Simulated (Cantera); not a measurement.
Cantera with NASA thermochemical tables; ideal gases at 1 bar, condensed phases pure. Values are per mole of reaction as written; species without (g) are pure solids or liquids, kept so even where they would boil at 1 bar.

2 C + O2(g) → 2 CO(g), with ΔH° = -221.0 kJ and ΔS° = 178.8 J/K at 300 K.

### Question
How far is the shortcut ΔG° ≈ ΔH°(300 K) − T·ΔS°(300 K) from the full temperature-dependent value at 425, 525, 625, 725, 825, 925 K?

### Answer
```csv
T (K),shortcut (kJ),full (kJ),difference (kJ),difference in log10 K
425,-297.0,-297.2,0.2,-0.03
525,-314.9,-315.4,0.5,-0.05
625,-332.8,-333.5,0.7,-0.06
725,-350.6,-351.6,0.9,-0.07
825,-368.5,-369.5,1.0,-0.06
925,-386.4,-387.3,0.9,-0.05
```
The shortcut ignores the heat-capacity change of the reaction.
